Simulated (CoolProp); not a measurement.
Vapour-liquid equilibrium of R152A (1) + isobutane (2) at 74.25 °C; x and y are mole fractions of (1).

The numbers come from the multi-fluid Helmholtz-energy mixture model, Outcalt 1996 and Bücker 2006; pair parameters Bell 2016 in CoolProp.

```
x     bubble pressure, mixture model (MPa)  bubble pressure, Raoult's law (MPa)  y, mixture model  y, Raoult's law
----  ------------------------------------  -----------------------------------  ----------------  ---------------
0.05                                 1.332                                1.236             0.121            0.084
0.15                                 1.571                                1.324             0.288            0.235
0.25                            (withheld)                                1.411             0.402            0.367
0.35                            (withheld)                                1.499        (withheld)            0.483
0.45                                 2.026                                1.587             0.560            0.587
0.55                                 2.112                                1.675             0.626            0.680
0.65                                 2.171                                1.763             0.690            0.763
0.75                                 2.199                                1.851             0.758            0.839
0.85                                 2.190                                1.939        (withheld)            0.908
0.95                                 2.129                                2.027             0.936            0.971
```

Problem. What belongs in the gaps?

Solution. 
- 0.25, bubble pressure, mixture model (MPa): 1.761
- 0.35, bubble pressure, mixture model (MPa): 1.911
- 0.35, y, mixture model: 0.488
- 0.85, y, mixture model: 0.836

The largest gap from Raoult's law is +27.7 % in bubble pressure, at x = 0.45. y crosses x between x = 0.75 and 0.85: the model has an azeotrope there.

Pair parameters are fitted to limited data, so mixtures are less certain than the pure fluids.
